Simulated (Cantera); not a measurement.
Input (Python, Cantera):

```python
import numpy as np
import cantera as ct

gas = ct.Solution("gri30.yaml")
gas.TPX = 1448, 1800000, {'CH4': 1, 'CO2': 4.3, 'H2': 1.2}
reactor = ct.IdealGasConstPressureReactor(gas, energy="off", clone=False)
net = ct.ReactorNet([reactor])
net.rtol, net.atol = 1e-08, 1e-18
show = ['CH4', 'CO2', 'H2', 'CH2', 'O2', 'CH3']
times = np.geomspace(1e-06, 30, 13)

steps = ct.SolutionArray(gas, extra=["t"])
rows = []
print(f"{'t/s':>10s}{'T/K':>9s}{'P/Pa':>11s}" + "".join(f"{s:>11s}" for s in show))
for t in times:
    while net.time < t:
        t_next = net.step()
        steps.append(gas.state, t=t_next)
    rows.append([np.interp(t, steps.t, y) for y in (steps.T, steps.P, *steps(*show).X.T)])
    print(f"{t:10.3e}{rows[-1][0]:9.1f}{rows[-1][1]:11.4g}" + "".join(f"{x:11.3e}" for x in rows[-1][2:]))
rate = np.gradient(steps.T, steps.t)
print("integrator steps:", len(steps.t))
if steps.T.max() > steps.T[0] + 200:
    print(f"time of steepest temperature rise: {steps.t[rate.argmax()]:.4e} s")
gas.TPX = 1448, 1800000, {'CH4': 1, 'CO2': 4.3, 'H2': 1.2}
gas.equilibrate("TP")
print(f"equilibrium (TP): T = {gas.T:.1f} K  " + "  ".join(f"{s} {gas[s].X[0]:.3e}" for s in show))
```

Result:

```
       t/s      T/K       P/Pa        CH4        CO2         H2        CH2         O2        CH3
 1.000e-06   1448.0    1.8e+06  1.538e-01  6.615e-01  1.846e-01  1.658e-14  1.397e-19  2.767e-07
 4.198e-06   1448.0    1.8e+06  1.538e-01  6.615e-01  1.846e-01  2.916e-13  5.243e-18  1.165e-06
 1.763e-05   1448.0    1.8e+06  1.538e-01  6.615e-01  1.846e-01  4.393e-12  1.718e-16  4.532e-06
 7.401e-05   1448.0    1.8e+06  1.538e-01  6.615e-01  1.846e-01  1.888e-11  2.446e-15  9.402e-06
 3.107e-04   1448.0    1.8e+06  1.538e-01  6.612e-01  1.843e-01  2.176e-11  1.427e-14  1.010e-05
 1.305e-03   1448.0    1.8e+06  1.536e-01  6.600e-01  1.832e-01  2.631e-11  6.292e-14  1.111e-05
 5.477e-03   1448.0    1.8e+06  1.529e-01  6.543e-01  1.784e-01  2.977e-11  2.080e-13  1.178e-05
 2.300e-02   1448.0    1.8e+06  1.501e-01  6.312e-01  1.591e-01  3.518e-11  3.312e-13  1.245e-05
 9.655e-02   1448.0    1.8e+06  1.380e-01  5.557e-01  1.013e-01  6.112e-11  3.536e-13  1.396e-05
 4.054e-01   1448.0    1.8e+06  9.187e-02  4.335e-01  5.517e-02  2.090e-10  3.413e-13  1.312e-05
 1.702e+00   1448.0    1.8e+06  6.341e-02  3.659e-01  6.610e-02  2.144e-10  2.376e-13  1.079e-05
 7.145e+00   1448.0    1.8e+06  5.731e-02  3.115e-01  9.131e-02  7.194e-11  1.748e-13  8.265e-06
 3.000e+01   1448.0    1.8e+06  3.356e-02  2.494e-01  1.311e-01  1.863e-11  1.070e-13  4.050e-06
integrator steps: 1314
equilibrium (TP): T = 1448.0 K  CH4 3.561e-05  CO2 1.938e-01  H2 1.820e-01  CH2 1.457e-14  O2 5.451e-14  CH3 3.675e-09
```

Cantera simulation using GRI-Mech 3.0 (53 species, 325 reactions); the numbers are that mechanism's predictions, not measurements. The pressure lies above the range GRI-Mech 3.0 was tuned for (to about 10 atm).
